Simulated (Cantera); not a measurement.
Standard-state values (1 bar) from the NASA 1993 polynomials, evaluated with Cantera. Values are per mole of reaction as written; species without (g) are pure solids or liquids, kept so even where they would boil at 1 bar.

Task: Between 300 and 2350 K, where is each reaction favourable under standard conditions?
- 2 C6H6(g) + 9 Si(g) ⇌ 3 SiH4(g) + 6 SiC2(g)
- 2 SiH2Cl2(g) + C2H4(g) ⇌ 2 CH4(g) + 2 SiCl2(g)
- Si + 2 CH3Cl(g) ⇌ C2H2(g) + H2(g) + SiH2Cl2(g)

Result: 
- 2 C6H6(g) + 9 Si(g) ⇌ 3 SiH4(g) + 6 SiC2(g): ΔG° is -418 kJ at 300 K and -403 kJ at 2350 K; it stays negative (K > 1). ΔH° is -459 kJ and ΔS° -24 J/K at 2350 K.
- 2 SiH2Cl2(g) + C2H4(g) ⇌ 2 CH4(g) + 2 SiCl2(g): ΔG° is 59 kJ at 300 K and -195 kJ at 2350 K; it changes sign between 550 and 750 K. ΔH° is 73 kJ and ΔS° 114 J/K at 2350 K.
- Si + 2 CH3Cl(g) ⇌ C2H2(g) + H2(g) + SiH2Cl2(g): ΔG° is 32 kJ at 300 K and -272 kJ at 2350 K; it changes sign between 300 and 550 K. ΔH° is 36 kJ and ΔS° 131 J/K at 2350 K.
